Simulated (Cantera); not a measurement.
An adiabatic, constant-volume homogeneous reactor starts with C₃H₈ : O₂ : N₂ = 1 : 6.17 : 23.2 (molar parts), equivalence ratio 0.81, at 1250 K and 1.09 atm.

Detailed kinetics in Cantera: GRI-Mech 3.0 (53 species, 325 reactions). GRI-Mech 3.0 was tuned for natural gas; its chemistry of propane as a main component is partial and can be far from experiment.

x: mole fraction; the columns are a selection and need not sum to one.

```csv
t (s),T (K),P (bar),x C₃H₈,x O₂,x CH₂CO,x NO₂,x NO
2.00e-6,1250,1.10,0.0329,0.203,<1e-12,<1e-12,<1e-12
5.22e-6,1250,1.10,0.0329,0.203,2.64e-12,<1e-12,<1e-12
1.36e-5,1250,1.10,0.0329,0.203,6.58e-11,<1e-12,<1e-12
3.56e-5,1250,1.10,0.0329,0.203,(withheld),<1e-12,<1e-12
9.28e-5,1249,1.10,0.0328,0.203,(withheld),<1e-12,<1e-12
0.000242,1250,1.10,0.0323,0.203,(withheld),<1e-12,<1e-12
0.000632,1251,1.10,0.0309,0.202,(withheld),<1e-12,<1e-12
0.00165,1267,1.12,0.0247,0.197,(withheld),<1e-12,<1e-12
0.00431,2788,2.61,<1e-12,0.0402,<1e-12,6.98e-6,0.0146
0.0112,2788,2.61,<1e-12,0.0400,<1e-12,7.19e-6,0.0150
0.0294,2788,2.61,<1e-12,0.0400,<1e-12,7.19e-6,0.0150
0.0766,2788,2.61,<1e-12,0.0400,<1e-12,7.19e-6,0.0150
0.200,2788,2.61,<1e-12,0.0400,<1e-12,7.19e-6,0.0150
```

Task: What belongs in the gaps?

Result: 
- 3.56e-5, x CH₂CO: 1.42e-9
- 9.28e-5, x CH₂CO: 4.55e-8
- 0.000242, x CH₂CO: 8.68e-7
- 0.000632, x CH₂CO: 9.12e-6
- 0.00165, x CH₂CO: 0.000157
